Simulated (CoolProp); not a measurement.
Properties of acetone along the isobar 6.4 MPa (Tc = 508.1 K, pc = 4.692 MPa, ω = 0.307).

Computed with CoolProp (reference Helmholtz-energy equation of state, Lemmon 2006). It is a short technical equation, of lower accuracy than the large ones.

```csv
T (K),phase,density (kg/m³),speed of sound (m/s),Joule-Thomson coefficient (K/MPa),fugacity coefficient
305.2,liquid,783.3,1175,-0.3446,0.007548
324,liquid,762.7,1094,-0.3157,0.01509
342.9,liquid,741.4,1014,-0.2808,0.02753
361.7,liquid,719.3,935.0,-0.2387,0.04626
380.5,liquid,696.1,856.7,-0.1866,0.07275
399.4,liquid,671.5,778.3,-0.1202,0.1083
418.2,liquid,645.1,699.9,-0.03365,0.1534
437,liquid,616.4,620.7,0.08509,0.2082
455.9,liquid,584.2,539.2,0.2596,0.2727
474.7,liquid,547.1,454.9,0.5388,0.3452
493.5,liquid,501.5,363.9,1.066,0.4239
512.3,supercritical,436.6,258.3,2.463,0.5057
531.2,supercritical,282.6,150.9,9.326,0.5835
550,supercritical,165.1,179.0,10.52,0.6393
```
